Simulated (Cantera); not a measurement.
A perfectly stirred reactor is fed with CH₄ : H₂O = 1 : 3 (molar parts), at 510000 Pa; it is held at 2050 K, and followed from long to short residence time.

Cantera simulation using GRI-Mech 3.0 (53 species, 325 reactions); the numbers are that mechanism's predictions, not measurements.

One state of this run: x CH₄ = 0.0393; x H₂O = 0.496; x CH₃ = 0.00126; x OH = 8.93e-5; x CH₂O = 2.33e-5. x: mole fraction; the columns are a selection and need not sum to one.

Task: Which value of τ (s) does it belong to?
A) 0.013
B) 0.0011
C) 0.063
D) 0.0025

Result: B, 0.0011
